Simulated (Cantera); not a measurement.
Mixture: CH₄ : H₂ : O₂ : N₂ = 1 : 0.63 : 2.86 : 10.7 (molar parts), equivalence ratio 0.81, at 1000000 Pa, adiabatic and at constant volume. Ignition delay is the time to a rise of 400 K.

Model: GRI-Mech 3.0 (53 species, 325 reactions), integrated in Cantera.

Question: What does this change do: constant pressure in place of constant volume?

Answer: 
```tsv
quantity	before	after
delay at 1148 K	0.587 ms	0.640 ms
delay at 1248 K	0.163 ms	0.182 ms
delay at 1348 K	71.0 µs	79.6 µs
delay at 1448 K	36.2 µs	40.4 µs
delay at 1548 K	19.8 µs	22.0 µs
apparent activation energy between 1498 and 1598 K	110 kJ/mol	120 kJ/mol
```
